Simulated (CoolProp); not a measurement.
CH3F (R41) along the isobar 0.299 MPa: Z from the reference equation and from simpler models built on Tc = 317.3 K, pc = 5.906 MPa, ω = 0.200; each cubic takes its own stable root.

Computed with CoolProp (reference Helmholtz-energy equation of state, Lemmon 2006). It is a short technical equation, of lower accuracy than the large ones.

```tsv
T (K)	phase	reference	van der Waals	Redlich-Kwong	Soave-Redlich-Kwong	Peng-Robinson
206.8	liquid	0.006916	0.9578	0.008948	0.008718	0.007710
225.3	gas	0.9295	0.9654	0.9534	0.9498	0.9473
243.8	gas	0.9487	0.9713	0.9628	0.9603	0.9579
262.3	gas	0.9610	0.9759	0.9698	0.9682	0.9659
280.8	gas	0.9694	0.9795	0.9751	0.9742	0.9720
299.3	gas	0.9755	0.9824	0.9793	0.9789	0.9769
317.8	gas	0.9800	0.9848	0.9826	0.9827	0.9807
336.3	gas	0.9834	0.9868	0.9853	0.9857	0.9838
354.8	gas	0.9861	0.9885	0.9875	0.9881	0.9864
```

At some of these states van der Waals gives the other phase, because its saturation line lies elsewhere.
